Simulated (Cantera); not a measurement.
A perfectly stirred reactor is fed with H2 : O2 : N2 = 0.041 : 1 : 2.3 (molar parts), at 20.0 Torr; it is held at 1200 K, and followed from long to short residence time.

Model: the H2/O2 subset of GRI-Mech 3.0, which has no nitrogen chemistry, integrated in Cantera. Radical loss at walls, strong at low pressure, is not modelled.

**Question.** What does this change do: 0.054 parts H2O added?

**Answer.** 
```csv
quantity,before,after
x(H2) at τ = 17.0 s,1.08e-5,1.18e-5
x(O2) at τ = 17.0 s,0.295,0.290
x(H2O) at τ = 17.0 s,0.0123,0.0281
x(H) at τ = 17.0 s,3.88e-6,3.28e-6
x(O) at τ = 17.0 s,0.000149,0.000101
x(H2) at τ = 0.380 s,0.000102,0.000124
x(O2) at τ = 0.380 s,0.294,0.289
x(H2O) at τ = 0.380 s,0.0120,0.0277
x(H) at τ = 0.380 s,0.000147,0.000129
x(O) at τ = 0.380 s,0.00162,0.00115
```

**Question.** What does this change do: N2 2.3 to 4.3 parts?

**Answer.** 
```json
[
 {"quantity": "x(H2) at τ = 17.0 s", "before": "1.08e-5", "after": "8.95e-6"},
 {"quantity": "x(O2) at τ = 17.0 s", "before": "0.295", "after": "0.184"},
 {"quantity": "x(H2O) at τ = 17.0 s", "before": "0.0123", "after": "0.00765"},
 {"quantity": "x(H) at τ = 17.0 s", "before": "3.88e-6", "after": "3.98e-6"},
 {"quantity": "x(O) at τ = 17.0 s", "before": "0.000149", "after": "0.000130"},
 {"quantity": "x(H2) at τ = 0.380 s", "before": "0.000102", "after": "8.32e-5"},
 {"quantity": "x(O2) at τ = 0.380 s", "before": "0.294", "after": "0.183"},
 {"quantity": "x(H2O) at τ = 0.380 s", "before": "0.0120", "after": "0.00739"},
 {"quantity": "x(H) at τ = 0.380 s", "before": "0.000147", "after": "0.000141"},
 {"quantity": "x(O) at τ = 0.380 s", "before": "0.00162", "after": "0.00134"}
]
```
